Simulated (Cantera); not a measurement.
Feed: 1 mol BN, 1.1 mol Cl2, 35 mol H2, 35 mol HF, at 1548.15 K and 10.0 Torr.

These are equilibrium values from Cantera (NASA tables, ideal gas, pure condensed phases), not measurements of a reactor. Candidate condensed phases: B, BN, NH4Cl; 40 gas species. The tables' values for BF2 are old estimates; treat these amounts as uncertain. The numbers say what is thermodynamically allowed, not how fast it happens.

Question: What is the equilibrium state?

Answer: 
```
Item                                Result
-------------------------------  ---------
x(H2)                                0.498
x(HF)                                0.450
x(HCl)                              0.0309
x(BF3)                              0.0140
x(N2)                              0.00703
x(H)                              0.000188
x(BF2)                             1.96e-5
x(BHF2)                            1.61e-5
x(Cl)                              9.35e-6
gas amount                       71.11 mol
log10 activity of B(s) (absent)      -7.09
```
